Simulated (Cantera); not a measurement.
A closed system holds: 1 mol SiC, 0.073 mol O₂, 3.4 mol N₂, held at 1077 °C and 1.33 mbar.

Method: chemical equilibrium by Gibbs-energy minimisation in Cantera with the NASA 1993 tables (ideal gas, pure condensed phases). Candidate condensed phases: C, Si, SiC, SiO₂, Si₂N₂O, Si₃N₄; 34 gas species. N₂ is the only nitrogen source here; it is nearly inert below about 1500 K, so the nitride shown seldom forms there in practice. Mutual solubility and eutectic melting of coexisting phases are not modelled. The numbers say what is thermodynamically allowed, not how fast it happens.

Base state: N₂ 0.996, CO 0.00403 (mole fractions); condensed: C(graphite) + SiC(s) + Si₂N₂O(s).

Problem. What changes in the equilibrium state with this change: O₂ from 0.073 to 0.29 mol?

Solution. 
| species | before | after |
|---|---|---|
| N₂ | 0.996 | 0.973 |
| CO | 0.00403 | 0.0268 |
| SiO | 3.92e-6 | 1.02e-5 |
| C(graphite), mol | 0.252 | 0.920 |
| SiC(s), mol | 0.734 | 0 |
| Si₂N₂O(s), mol | 0.133 | 0.500 |
